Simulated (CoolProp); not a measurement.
Vapour-liquid equilibrium of R227EA (1) + n-butane (2) at 0.0657 MPa; x and y are mole fractions of (1).

Values from CoolProp's multi-fluid Helmholtz-energy mixture model, Lemmon 2016 and Bücker 2006; pair parameters Bell 2016.

Give the bubble temperature and the first vapour's composition at x = 0.35, 0.45, 0.85. Is there an azeotrope?

x = 0.35: 242.9 K, y = 0.633; x = 0.45: 242.8 K, y = 0.636; x = 0.85: 243.5 K, y = 0.741. y crosses x between x = 0.55 and 0.65: the model has an azeotrope there.

Pair parameters are fitted to limited data, so mixtures are less certain than the pure fluids. With so large a gap from Raoult's law the liquid may split in two, which this calculation doesn't test in full.
